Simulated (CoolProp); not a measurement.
trans-2-butene along the isotherm 251.85 °C: Z from the reference equation and from simpler models built on Tc = 155.5 °C, pc = 40.19 bar, ω = 0.210; each cubic takes its own stable root.

The numbers come from the reference Helmholtz-energy equation of state, Lemmon 2005 in CoolProp. It is a short technical equation, of lower accuracy than the large ones.

```
p (bar)          phase  reference  van der Waals  Redlich-Kwong  Soave-Redlich-Kwong
-------  -------------  ---------  -------------  -------------  -------------------
6.7                gas     0.9704         0.9695         0.9685               0.9719
13.4               gas     0.9401         0.9377         0.9364               0.9435
20.1               gas     0.9091         0.9043         0.9036               0.9149
26.8               gas     0.8776         0.8692         0.8702               0.8860
33.5               gas     0.8457         0.8322         0.8361               0.8572
40.2     supercritical     0.8134         0.7931         0.8016               0.8284
46.9     supercritical     0.7810         0.7518         0.7670               0.8002
53.6     supercritical     0.7491         0.7085         0.7326               0.7727
60.3     supercritical     0.7180         0.6645         0.6994               0.7466
67       supercritical     0.6886         0.6234         0.6684               0.7226
73.7     supercritical     0.6614         0.5909         0.6412               0.7014
80.4     supercritical     0.6374         0.5715         0.6192               0.6836
87.1     supercritical     0.6172         0.5647         0.6032               0.6696
93.8     supercritical     0.6014         0.5669         0.5932               0.6598
100      supercritical     0.5909         0.5743         0.5888               0.6542
```
